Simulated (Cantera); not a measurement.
Cantera run, input and output.

```python
import numpy as np
import cantera as ct

gas = ct.Solution("gri30.yaml")
gas.TPX = 925, 2666, {'H2': 0.0095, 'O2': 1}
reactor = ct.IdealGasConstPressureReactor(gas, energy="off", clone=False)
net = ct.ReactorNet([reactor])
net.rtol, net.atol = 1e-08, 1e-18
show = ['H2', 'O2', 'H', 'O', 'H2O', 'H2O2', 'OH']
times = np.geomspace(3e-06, 2, 13)

steps = ct.SolutionArray(gas, extra=["t"])
rows = []
print(f"{'t/s':>10s}{'T/K':>9s}{'P/Pa':>11s}" + "".join(f"{s:>11s}" for s in show))
for t in times:
    while net.time < t:
        t_next = net.step()
        steps.append(gas.state, t=t_next)
    rows.append([np.interp(t, steps.t, y) for y in (steps.T, steps.P, *steps(*show).X.T)])
    print(f"{t:10.3e}{rows[-1][0]:9.1f}{rows[-1][1]:11.4g}" + "".join(f"{x:11.3e}" for x in rows[-1][2:]))
rate = np.gradient(steps.T, steps.t)
print("integrator steps:", len(steps.t))
if steps.T.max() > steps.T[0] + 200:
    print(f"time of steepest temperature rise: {steps.t[rate.argmax()]:.4e} s")
gas.TPX = 925, 2666, {'H2': 0.0095, 'O2': 1}
gas.equilibrate("TP")
print(f"equilibrium (TP): T = {gas.T:.1f} K  " + "  ".join(f"{s} {gas[s].X[0]:.3e}" for s in show))
```

Output:

```
       t/s      T/K       P/Pa         H2         O2          H          O        H2O       H2O2         OH
 3.000e-06    925.0       2666  9.411e-03  9.906e-01  5.807e-14  8.186e-16  3.558e-18  6.781e-21  8.159e-16
 9.172e-06    925.0       2666  9.411e-03  9.906e-01  1.727e-13  7.153e-15  8.205e-17  6.055e-20  7.092e-15
 2.804e-05    925.0       2666  9.411e-03  9.906e-01  4.865e-13  6.253e-14  1.967e-15  5.611e-19  6.109e-14
 8.572e-05    925.0       2666  9.411e-03  9.906e-01  1.203e-12  4.976e-13  4.716e-14  5.260e-18  4.634e-13
 2.621e-04    925.0       2666  9.411e-03  9.906e-01  2.527e-12  3.332e-12  9.175e-13  4.987e-17  2.693e-12
 8.012e-04    925.0       2666  9.411e-03  9.906e-01  6.667e-12  2.172e-11  1.411e-11  4.824e-16  1.308e-11
 2.449e-03    925.0       2666  9.411e-03  9.906e-01  5.555e-11  2.852e-10  3.145e-10  5.247e-15  1.347e-10
 7.489e-03    925.0       2666  9.410e-03  9.906e-01  2.224e-08  1.210e-07  1.529e-07  6.469e-13  5.524e-08
 2.289e-02    925.0       2666  1.181e-03  9.881e-01  4.620e-04  2.047e-03  7.792e-03  2.497e-07  4.542e-04
 6.999e-02    925.0       2666  4.642e-05  9.902e-01  7.598e-06  2.811e-04  9.374e-03  4.375e-08  5.676e-05
 2.140e-01    925.0       2666  6.193e-06  9.905e-01  3.776e-07  4.300e-05  9.439e-03  2.251e-08  1.855e-05
 6.542e-01    925.0       2666  9.623e-07  9.905e-01  1.963e-08  5.960e-06  9.451e-03  1.198e-08  6.958e-06
 2.000e+00    925.0       2666  1.295e-07  9.905e-01  1.167e-09  8.919e-07  9.454e-03  4.859e-09  2.771e-06
integrator steps: 1061
equilibrium (TP): T = 925.0 K  H2 4.576e-13  O2 9.905e-01  H 1.086e-15  O 8.219e-11  H2O 9.455e-03  H2O2 1.534e-12  OH 2.653e-08
```

Model: GRI-Mech 3.0 (53 species, 325 reactions), integrated in Cantera. Radical loss at walls, strong at low pressure, is not modelled. Below about 950 K walls govern HO2 and H2O2 in real vessels.
